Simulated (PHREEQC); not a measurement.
Consider water at 20 °C with 5.9 mmol/kgw KH2PO4, 0.3 mmol/kgw NaOH and 0.091 mmol/kgw H4SiO4. Closed to the air; pH follows from the charge balance.

The numbers come from PHREEQC with the ion-association model, wateq4f.dat.

```json
[
 {"quantity": "pH", "before": "5.84", "after": "6.05"},
 {"quantity": "ionic strength (mol/kgw)", "before": "0.00650", "after": "0.00686"},
 {"quantity": "H2PO4- (mol/kgw)", "before": "0.00560", "after": "0.00542"},
 {"quantity": "HPO4-2 (mol/kgw)", "before": "0.000300", "after": "0.000479"},
 {"quantity": "KHPO4- (mol/kgw)", "before": "2.47e-6", "after": "4.03e-6"},
 {"quantity": "H3PO4 (mol/kgw)", "before": "1.03e-6", "after": "6.06e-7"}
]
```

What was changed between the two runs?
A) NaOH from 0.0003 to 6e-05 mol/kgw
B) H4SiO4 left out
C) diluted 10-fold with water
D) NaOH from 0.0003 to 0.0006 mol/kgw
E) H4SiO4 replaced by K2SiO3 at the same molality

E, H4SiO4 replaced by K2SiO3 at the same molality

Precipitation was switched off in this run. H3PO4, which wateq4f.dat lacks, is added to it with the constant of phreeqc.dat.
